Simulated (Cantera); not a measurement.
Feed: 1 mol borazine, 0.34 mol O2, 6.9 mol H2, held at 2100 °C and 0.133 bar.

Cantera equilibrium calculation (NASA polynomials, part measured and part estimated; ideal gas, pure solids and liquids). The feed counts by its element totals alone. Mutual solubility and eutectic melting of coexisting phases are not modelled. The tables' values for BH2 are old estimates; treat these amounts as uncertain. Gases not in the tables: B2H6 and higher boranes. Rates play no part.

| species | before | after |
|---|---|---|
| H2 | 0.807 | 0.755 |
| N2 | 0.101 | 0.101 |
| HBO | 0.0358 | 0.0665 |
| BO | 0.0162 | 0.0310 |
| H | 0.0344 | 0.0332 |
| B2O3 | 1.62e-5 | 0.000115 |
| B2O2 | 0.00271 | 0.00997 |
| HBO2 | 3.50e-5 | 0.000125 |
| B2O | 0.000507 | 0.000974 |
| H2O | 1.30e-5 | 2.34e-5 |
| BH3 | 2.07e-5 | 1.87e-5 |
| B(l), mol | 1.65 | 0.972 |
| BN(s), mol | 0.640 | 0.531 |
Gas species are given as mole fractions.

Problem. What was changed between the two runs?
A. O2 from 0.34 to 0.13 mol
B. O2 from 0.34 to 0.12 mol
C. O2 from 0.34 to 0.73 mol
D. temperature from 2100 °C to 1850 °C

Solution. C, O2 from 0.34 to 0.73 mol
